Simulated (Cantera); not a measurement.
An adiabatic, constant-volume homogeneous reactor starts with 16.7 % CH4, 0.883 % C2H6, 17.3 % O2, 65.1 % N2, equivalence ratio 2.1, at 1648 K and 1.10 bar.

Computed with Cantera and GRI-Mech 3.0 (53 species, 325 reactions).

### Question
Predict: time of steepest temperature rise; temperature at 1.00 s; equilibrium temperature; x(O2) at 1.00 s; x(O) at 1.00 s; x(HCN) at 1.00 s.

### Answer
| Item | Value |
|---|---|
| time of steepest temperature rise | 0.129 ms |
| temperature at 1.00 s | 2799 K |
| equilibrium temperature | 2799 K |
| x(O2) at 1.00 s | 9.79e-5 (gas-phase equilibrium 9.79e-5) |
| x(O) at 1.00 s | 0.000358 (gas-phase equilibrium 0.000358) |
| x(HCN) at 1.00 s | 2.86e-7 (gas-phase equilibrium 2.86e-7) |
